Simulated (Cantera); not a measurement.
A closed system holds: 1 mol Si2Cl6, 6.5 mol NH3, 12 mol N2, held at 1025 °C and 390 Torr.

Equilibrium computed with Cantera from the NASA thermochemical tables; the gas is ideal and each condensed phase is pure. Candidate condensed phases: NH4Cl, Si, Si3N4; 28 gas species. The feed counts by its element totals alone. The tables' values for SiCl3 are old estimates; treat these amounts as uncertain. Rates play no part.

Base state: N2 0.526, H2 0.262, HCl 0.207, SiCl4 0.00409, SiHCl3 0.000233, SiCl3 0.000208, SiCl2 6.31e-5 (mole fractions); condensed: Si3N4(s).

What changes in the equilibrium state with this change: NH3 from 6.5 to 0.81 mol?


| species | before | after |
|---|---|---|
| N2 | 0.526 | 0.787 |
| HCl | 0.207 | 0.123 |
| SiCl4 | 0.00409 | 0.0680 |
| H2 | 0.262 | 0.0197 |
| SiCl3 | 0.000208 | 0.00160 |
| SiCl2 | 6.31e-5 | 0.000225 |
| SiHCl3 | 0.000233 | 0.000492 |
| Si3N4(s), mol | 0.626 | 0.316 |

What changes in the equilibrium state with this change: temperature from 1025 °C to 1452 °C?


```json
[
 {"species": "N2", "before": "0.526", "after": "0.530"},
 {"species": "H2", "before": "0.262", "after": "0.273"},
 {"species": "HCl", "before": "0.207", "after": "0.176"},
 {"species": "SiCl2", "before": "6.31e-5", "after": "0.0167"},
 {"species": "H", "before": "7.63e-7", "after": "0.000135"},
 {"species": "Cl", "before": "5.09e-7", "after": "6.70e-5"},
 {"species": "SiCl3", "before": "0.000208", "after": "0.00288"},
 {"species": "SiH2Cl2", "before": "1.88e-6", "after": "1.70e-5"},
 {"species": "Si3N4(s), mol", "before": "0.626", "after": "0.479"}
]
```

What changes in the equilibrium state with this change: N2 from 12 to 1.2 mol?


```
species          before     after
-------------  --------  --------
H2                0.262     0.457
HCl               0.207     0.319
N2                0.526     0.208
SiCl4           0.00409    0.0140
SiHCl3         0.000233  0.000904
SiCl3          0.000208  0.000610
SiCl2           6.31e-5  0.000159
Si3N4(s), mol     0.626     0.584
```
